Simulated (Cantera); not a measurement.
**CH3Cl + F2 (fluorocarbon and chlorocarbon gases)**

Charge: 1 mol CH3Cl, 0.08 mol F2, at 79.0 mbar.

These are equilibrium values from Cantera (NASA tables, ideal gas, pure condensed phases), not measurements of a reactor. Candidate condensed phases: C, C6H6, C7H8, C8H18; 118 gas species. Kinetics and transport are ignored.

```tsv
T (K)	x HCl	x H2	x HF	x H	x Cl	x C2H2 (acetylene)	x CH4	n C(graphite)
1350	0.481	0.442	0.0769	5.64e-6	5.11e-6	5.48e-7	8.90e-5	1.000
1450	0.481	0.442	0.0769	2.24e-5	1.98e-5	2.16e-6	5.10e-5	1.000
1550	0.481	0.442	0.0769	7.45e-5	6.47e-5	7.10e-6	3.14e-5	1.000
1650	0.480	0.442	0.0769	0.000215	0.000183	2.02e-5	2.05e-5	1.000
1750	0.480	0.442	0.0769	0.000550	0.000461	5.08e-5	1.41e-5	1.000
1850	0.479	0.442	0.0768	0.00127	0.00105	0.000115	1.01e-5	0.999
1950	0.477	0.441	0.0767	0.00271	0.00220	0.000241	7.47e-6	0.999
2050	0.474	0.439	0.0766	0.00535	0.00427	0.000466	5.68e-6	0.998
2150	0.469	0.436	0.0762	0.00991	0.00779	0.000845	4.42e-6	0.996
2250	0.460	0.432	0.0757	0.0174	0.0134	0.00145	3.49e-6	0.994
2350	0.447	0.425	0.0750	0.0289	0.0218	0.00235	2.78e-6	0.990
```
x: gas mole fraction; n: condensed amount in mol.

From 1350 K to 2350 K the condensed part is C(graphite). The main C-bearing gas is CH4 at 1350 K and C2H2 (acetylene) at 2350 K.
